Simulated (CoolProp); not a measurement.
Values from CoolProp's reference Helmholtz-energy equation of state, Gao 2020.

Question: Give the vapour pressure (MPa), liquid cp (kJ/(kg K)), liquid conductivity (mW/(m K)) of saturated ammonia at -7.45 °C.

Answer: 
| T (°C) | p (MPa) | liquid cp (kJ/(kg K)) | liquid conductivity (mW/(m K)) |
|---|---|---|---|
| -7.45 | 0.322 | 4.57 | 582 |

Thermal conductivity comes from a separate model (Tufeu 1984).
